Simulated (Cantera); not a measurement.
Input: 1 mol HMDSO, 1.5 mol NO, 0.38 mol H2, at 0.345 Torr.

Equilibrium computed with Cantera from the NASA thermochemical tables; the gas is ideal and each condensed phase is pure. Candidate condensed phases: C, C6H6, C7H8, C8H18, H2O, Si, SiC, SiO2, Si2N2O, Si3N4; 151 gas species. The feed counts by its element totals alone. Rates play no part.

Question: What share of the Si ends up in condensed phases as a function of T (K), at 1500, 1550, 1600, 1650, 1700, 1750, 1800, 1850, 1900, 1950, 2000, 2050?

Answer: 
| T (K) | Si condensed (%) | as |
|---|---|---|
| 1500 | 99.8 | SiC(s) |
| 1550 | 99.7 | SiC(s) |
| 1600 | 99.6 | SiC(s) |
| 1650 | 99.6 | SiC(s) |
| 1700 | 99.5 | SiC(s) |
| 1750 | 99.4 | SiC(s) |
| 1800 | 99.2 | SiC(s) |
| 1850 | 98.9 | SiC(s) |
| 1900 | 98.4 | SiC(s) |
| 1950 | 97.3 | SiC(s) |
| 2000 | 95.1 | SiC(s) |
| 2050 | 90.4 | SiC(s) |
